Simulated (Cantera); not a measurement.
## Si + NF3 (silicon etching in halogen gases)

Input: 1 mol Si, 3.9 mol NF3, at 1.33 mbar.

These are equilibrium values from Cantera (NASA tables, ideal gas, pure condensed phases), not measurements of a reactor. Candidate condensed phases: Si, Si3N4; 16 gas species. Equilibrium is a limit: real reactors are often held back by kinetics, nucleation or transport.

From 625 K to 1625 K nothing is condensed. The main Si-bearing gas is SiF4 throughout.

```tsv
T (K)	log p F	log p F2	log p NF3	log p N2	log p SiF4	log p NF2
625	-5.32	-3.51	-3.33	-3.55	-3.58	-10.74
725	-4.22	-3.18	-4.30	-3.44	-3.70	-9.97
825	-3.55	-3.27	-5.59	-3.47	-3.75	-9.78
925	-3.17	-3.64	-7.07	-3.54	-3.83	-9.94
1025	-3.05	-4.29	-8.78	-3.60	-3.89	-10.43
1125	-3.02	-4.99	-10.42	-3.61	-3.90	-10.98
1225	-3.02	-5.60	-11.83	-3.61	-3.90	-11.47
1325	-3.02	-6.14	-13.04	-3.61	-3.90	-11.89
1425	-3.02	-6.60	-14.08	-3.61	-3.90	-12.25
1525	-3.02	-7.00	<-14	-3.61	-3.90	-12.56
1625	-3.02	-7.35	<-14	-3.61	-3.90	-12.84
```
log p: log10 of the partial pressure in bar; nothing condenses.
